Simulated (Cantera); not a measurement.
Charge: 1 mol Al(CH3)3, 4.6 mol N2O, 59 mol H2, held at 1300 K and 2.10 mbar.

Equilibrium computed with Cantera from the NASA thermochemical tables; the gas is ideal and each condensed phase is pure. Candidate condensed phases: Al, AlN, Al2O3, C, C6H6, C7H8, C8H18, H2O; 148 gas species. The feed counts by its element totals alone. Kinetics and transport are ignored.

Base state: H2 0.892, N2 0.0647, CO 0.0422, H2O 0.00137, CO2 3.67e-5, H 2.28e-5 (mole fractions); condensed: Al2O3(s).

What changes in the equilibrium state with this change: N2O from 4.6 to 9.7 mol?


```json
[
 {"species": "H2", "before": "0.892", "after": "0.767"},
 {"species": "N2", "before": "0.0647", "after": "0.127"},
 {"species": "H2O", "before": "0.00137", "after": "0.0664"},
 {"species": "CO", "before": "0.0422", "after": "0.0375"},
 {"species": "CO2", "before": "3.67e-5", "after": "0.00184"},
 {"species": "H", "before": "2.28e-5", "after": "2.11e-5"},
 {"species": "Al2O3(s), mol", "before": "0.500", "after": "0.500"}
]
```

What changes in the equilibrium state with this change: temperature from 1300 K to 2000 K?


| species | before | after |
|---|---|---|
| H2 | 0.892 | 0.860 |
| N2 | 0.0647 | 0.0636 |
| CO | 0.0422 | 0.0415 |
| H | 2.28e-5 | 0.0329 |
| Al | <1e-9 | 0.000207 |
| AlOH | <1e-9 | 2.66e-5 |
| Al2O | <1e-9 | 2.18e-5 |
| CO2 | 3.67e-5 | 1.82e-5 |
| H2O | 0.00137 | 0.00173 |
| Al2O3(s), mol | 0.500 | 0.490 |
The tables' values for AlOH are old estimates; treat these amounts as uncertain.
